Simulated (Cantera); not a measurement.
**Ignition delay**

Mixture: CO : H₂ : O₂ : N₂ : CO₂ = 1 : 0.3 : 0.34 : 1.88 : 0.15 (molar parts), equivalence ratio 1.9, at 30000 Torr, adiabatic and at constant volume. Ignition delay is the time to a rise of 400 K.

Computed with Cantera and GRI-Mech 3.0 (53 species, 325 reactions). The hydrogen kinetics of GRI-Mech 3.0 are dated; newer H2 mechanisms differ, most at raised pressure. The pressure lies above the range GRI-Mech 3.0 was tuned for (to about 10 atm).

| T0 (K) | delay (ms) |
|---|---|
| 1050 | 0.680 |
| 1125 | 0.172 |
| 1200 | 0.0505 |
| 1275 | 0.0165 |
| 1350 | 0.00589 |
| 1425 | 0.00244 |
| 1500 | 0.00126 |
| 1575 | 0.000791 |
| 1650 | 0.000564 |
| 1725 | 0.000437 |

```
Quantity                                                Value
--------------------------------------------------  ---------
apparent activation energy between 1575 and 1725 K  89 kJ/mol
```
